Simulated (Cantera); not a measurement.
Cantera with NASA thermochemical tables; ideal gases at 1 bar, condensed phases pure. Values are per mole of reaction as written; species without (g) are pure solids or liquids, kept so even where they would boil at 1 bar.

Sr(OH)2 = 2 O(g) + Sr + 2 H(g)

```json
[
 {"T (K)": "300", "ΔH° (kJ)": "1903.3", "ΔS° (J/K)": "509.7", "ΔG° (kJ)": "1750.4", "log10 K": "-304.77", "condensed phases": "Sr(OH)2(s), Sr(s)"},
 {"T (K)": "973", "ΔH° (kJ)": "1877.5", "ΔS° (J/K)": "484.5", "ΔG° (kJ)": "1406.1", "log10 K": "-75.48", "condensed phases": "Sr(OH)2(l), Sr(s)"},
 {"T (K)": "1073", "ΔH° (kJ)": "1881.4", "ΔS° (J/K)": "488.1", "ΔG° (kJ)": "1357.6", "log10 K": "-66.09", "condensed phases": "Sr(OH)2(l), Sr(l)"},
 {"T (K)": "1173", "ΔH° (kJ)": "1877.6", "ΔS° (J/K)": "484.8", "ΔG° (kJ)": "1309.0", "log10 K": "-58.29", "condensed phases": "Sr(OH)2(l), Sr(l)"},
 {"T (K)": "1273", "ΔH° (kJ)": "(withheld)", "ΔS° (J/K)": "(withheld)", "ΔG° (kJ)": "(withheld)", "log10 K": "(withheld)", "condensed phases": "Sr(OH)2(l), Sr(l)"},
 {"T (K)": "1373", "ΔH° (kJ)": "1870.2", "ΔS° (J/K)": "478.9", "ΔG° (kJ)": "1212.6", "log10 K": "-46.13", "condensed phases": "Sr(OH)2(l), Sr(l)"},
 {"T (K)": "1473", "ΔH° (kJ)": "1866.4", "ΔS° (J/K)": "476.3", "ΔG° (kJ)": "1164.8", "log10 K": "-41.31", "condensed phases": "Sr(OH)2(l), Sr(l)"},
 {"T (K)": "1573", "ΔH° (kJ)": "1862.7", "ΔS° (J/K)": "473.8", "ΔG° (kJ)": "1117.3", "log10 K": "-37.10", "condensed phases": "Sr(OH)2(l), Sr(l)"},
 {"T (K)": "1673", "ΔH° (kJ)": "(withheld)", "ΔS° (J/K)": "(withheld)", "ΔG° (kJ)": "(withheld)", "log10 K": "(withheld)", "condensed phases": "Sr(OH)2(l), Sr(l)"},
 {"T (K)": "1773", "ΔH° (kJ)": "1855.2", "ΔS° (J/K)": "469.3", "ΔG° (kJ)": "1023.0", "log10 K": "-30.14", "condensed phases": "Sr(OH)2(l), Sr(l)"},
 {"T (K)": "1873", "ΔH° (kJ)": "1851.4", "ΔS° (J/K)": "467.3", "ΔG° (kJ)": "976.2", "log10 K": "-27.22", "condensed phases": "Sr(OH)2(l), Sr(l)"}
]
```

Problem. Complete the blanks.

Solution. 
- 1273, ΔH° (kJ): 1873.9
- 1273, ΔS° (J/K): 481.8
- 1273, ΔG° (kJ): 1260.6
- 1273, log10 K: -51.73
- 1673, ΔH° (kJ): 1858.9
- 1673, ΔS° (J/K): 471.5
- 1673, ΔG° (kJ): 1070.1
- 1673, log10 K: -33.41
